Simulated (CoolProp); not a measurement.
Vapour-liquid equilibrium of C3F8 (R218) (1) + c-C4F8 (RC318) (2) at -18.95 °C; x and y are mole fractions of (1).

Computed with CoolProp (multi-fluid Helmholtz-energy mixture model, Lemmon 2006 and Platzer 1990; pair parameters Bell 2016). This equation is an older, rougher fit; its heat capacities, sound speeds and derivatives of the liquid may be far off and weren't checked against measurements.

Question: Give the bubble pressure and the first vapour's composition at x = 0.05, 0.2, 0.8. Is there an azeotrope?

Answer: x = 0.05: 0.5940 bar, y = 0.085; x = 0.2: 0.7044 bar, y = 0.368; x = 0.8: 1.730 bar, y = 0.952. No azeotrope shows between x = 0.05 and 0.95.

The pair parameters rest on a limited set of measurements; away from them the model extrapolates.
